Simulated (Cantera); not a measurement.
Fluorocarbon and chlorocarbon gases: CHF3 + F2

A closed system holds: 1 mol CHF3, 0.65 mol F2, equilibrated at 3273 K.

Cantera equilibrium calculation (NASA polynomials, part measured and part estimated; ideal gas, pure solids and liquids). Candidate condensed phases: C, C6H6, C7H8, C8H18; 95 gas species. Gases not in the tables: C2F6 and larger saturated fluorocarbons. Rates play no part.

From 1.00 Pa to 1.00 bar nothing is condensed. The main C-bearing gas is C at 1.00 Pa and CF2 at 1.00 bar.

| P (Pa) | log p F | log p HF | log p CF2 | log p H | log p C | log p CF | log p C3 | log p C2 |
|---|---|---|---|---|---|---|---|---|
| 1 | -5.17 | -8.02 | -12.63 | -5.80 | -5.80 | -8.42 | -9.97 | -8.40 |
| 10 | -4.17 | -6.04 | -9.65 | -4.82 | -4.83 | -6.45 | -7.05 | -6.45 |
| 100 | -3.16 | -4.17 | -6.89 | -3.95 | -4.07 | -4.68 | -4.77 | -4.94 |
| 1000 | -2.18 | -2.75 | -4.48 | -3.51 | -3.63 | -3.26 | -3.44 | -4.05 |
| 10000 | -1.23 | -1.64 | -2.30 | -3.35 | -3.34 | -2.03 | -2.60 | -3.49 |
| 100000 | -0.37 | -0.54 | -0.66 | -3.13 | -3.44 | -1.25 | -2.87 | -3.67 |
log p: log10 of the partial pressure in bar; nothing condenses.
